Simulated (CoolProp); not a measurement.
cis-2-butene along the isotherm 525 K: Z from the reference equation and from simpler models built on Tc = 435.8 K, pc = 4236 kPa, ω = 0.202; each cubic takes its own stable root.

Values from CoolProp's reference Helmholtz-energy equation of state, Lemmon 2005. It is a short technical equation, of lower accuracy than the large ones.

```json
[
 {"p (kPa)": "67", "phase": "gas", "reference": "0.9970"},
 {"p (kPa)": "119", "phase": "gas", "reference": "0.9947"},
 {"p (kPa)": "212", "phase": "gas", "reference": "0.9906"},
 {"p (kPa)": "377", "phase": "gas", "reference": "0.9832"},
 {"p (kPa)": "670", "phase": "gas", "reference": "0.9700"},
 {"p (kPa)": "1190", "phase": "gas", "reference": "0.9462"},
 {"p (kPa)": "2120", "phase": "gas", "reference": "0.9026"},
 {"p (kPa)": "3770", "phase": "gas", "reference": "0.8223"},
 {"p (kPa)": "6700", "phase": "supercritical", "reference": "0.6788"},
 {"p (kPa)": "11900", "phase": "supercritical", "reference": "0.5572"},
 {"p (kPa)": "21200", "phase": "supercritical", "reference": "0.7041"}
]
```

Question: How far does each simpler model (Redlich-Kwong, Soave-Redlich-Kwong, Peng-Robinson) lie from the reference over these 11 states: mean and median of the absolute difference, and the worst?

Answer: 
- Redlich-Kwong: mean 1.1 %, median 0.3 %, worst +4.3 % at 525 K and 21200 kPa
- Soave-Redlich-Kwong: mean 2.6 %, median 0.3 %, worst +12.3 % at 525 K and 11900 kPa
- Peng-Robinson: mean 0.8 %, median 0.4 %, worst +4.8 % at 525 K and 11900 kPa
